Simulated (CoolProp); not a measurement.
Vapour-liquid equilibrium of n-hexane (1) + p-xylene (2) at 0.28 MPa; x and y are mole fractions of (1).

Model: multi-fluid Helmholtz-energy mixture model, Thol 2019 and Zhou 2012; pair parameters Bell 2016, in CoolProp.

Give the bubble temperature and the first vapour's composition at x = 0.05, 0.2, 0.725. Is there an azeotrope?

x = 0.05: 445.0 K, y = 0.205; x = 0.2: 424.2 K, y = 0.570; x = 0.725: 388.8 K, y = 0.931. No azeotrope shows between x = 0.05 and 0.95.

The pair parameters rest on a limited set of measurements; away from them the model extrapolates.
